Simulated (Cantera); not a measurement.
# NaI + H₂ (halide evaporation, hydrolysis and transport)

A closed system holds: 1 mol NaI, 0.17 mol H₂, at 1800 °C and 0.00975 Torr.

Equilibrium computed with Cantera from the NASA thermochemical tables; the gas is ideal and each condensed phase is pure. Candidate condensed phases: I₂, Na, NaI; 9 gas species. Kinetics and transport are ignored.

```yaml
x(Na): 0.435
x(I): 0.435
x(H): 0.106
x(H₂): 0.0212
x(NaI): 0.00219
x(HI): 0.000114
x(NaH): 1.74e-6
gas_amount: 2.286 mol
log10 activity of Na(l) (absent): -7.06
log10 activity of I₂(l) (absent): -14.32
```
